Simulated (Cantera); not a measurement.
Catalytic stagnation flow on Pt

A jet of H₂ : O₂ : N₂ = 0.018 : 0.081 : 0.79 (molar parts) at 300 K and 0.0780 atm hits a platinum plate 5.9 cm away at a mass flux of 0.052 kg/m²/s; the plate temperature is set and raised in steps from an oxygen-covered start.

Model: Deutschmann's 1995 Pt surface mechanism with GRI-Mech 3.0 gas chemistry, integrated in Cantera. Catalytic surfaces can have several steady states; this one follows from the mechanism file's or the stated starting coverage.

```tsv
plate T (K)	wall x H₂	wall x O₂	wall x H₂O	wall x OH	θ free Pt	θ O*	θ OH*
600	0.00214	0.0717	0.0352	<1e-8	0.0492	0.946	0.00496
650	0.00212	0.0717	0.0350	<1e-8	0.0521	0.945	0.00334
700	0.00197	0.0716	0.0350	<1e-8	0.0587	0.939	0.00244
750	0.00158	0.0713	0.0355	<1e-8	0.0778	0.920	0.00203
800	0.00113	0.0709	0.0362	<1e-8	0.115	0.883	0.00184
850	0.000819	0.0706	0.0366	1.28e-8	0.168	0.830	0.00168
900	0.000622	0.0704	0.0368	4.01e-8	0.230	0.768	0.00151
```
x: mole fraction at the wall; θ: surface coverage.
